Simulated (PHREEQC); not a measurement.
Solution (65 °C): 10 mmol/kgw MgCl2, 1.6 mmol/kgw CO2 and 7.6 mmol/kgw MgSO4. Closed to the air; pH follows from the charge balance.

Equilibrium calculation in PHREEQC: ion-association model, phreeqc.dat.

| Property | Value |
|---|---|
| pH | 4.59 |
| ionic strength | 0.0416 mol/kgw |
| specific conductance | 5600 µS/cm |

```
species  molality  activity   log γ
-------  --------  --------  ------
Cl-        0.0200    0.0163  -0.089
Mg+2       0.0129   0.00618  -0.319
MgSO4     0.00471   0.00476   0.004
SO4-2     0.00288   0.00132  -0.337
CO2       0.00156   0.00157   0.004
HCO3-     3.72e-5   3.08e-5  -0.082
H+        3.02e-5   2.57e-5  -0.070
HSO4-     1.09e-5   8.91e-6  -0.087
```

Precipitation was switched off in this run. Constants without temperature data keep their 25 °C values here.
